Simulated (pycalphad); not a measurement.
Computed with pycalphad from the COST 507 light-alloy database (1999), at 1 atm. The database dates from 1999; later assessments differ in places, in temperatures and in the compounds included. Amounts are mole fractions of atoms.

Alloy Hf-3.07B (at.%). At 2425 K the liquid holds 4.42 and the bcc solid 0.217 at.% B; the final invariant liquid holds 15 at.%.

Task: Use the Scheil equation x_L = x₀ f_L^(k−1) with a constant partition coefficient to estimate the liquid left at the invariant point, and compare with a stepwise Scheil-Gulliver run on the full database.

Result: k = 0.049, so f_L = (15/3.07)^(1/(k − 1)) ≈ 0.19. The stepwise run (steps of 4 K), in which k changes along the path, leaves 0.19 at 2154 K.
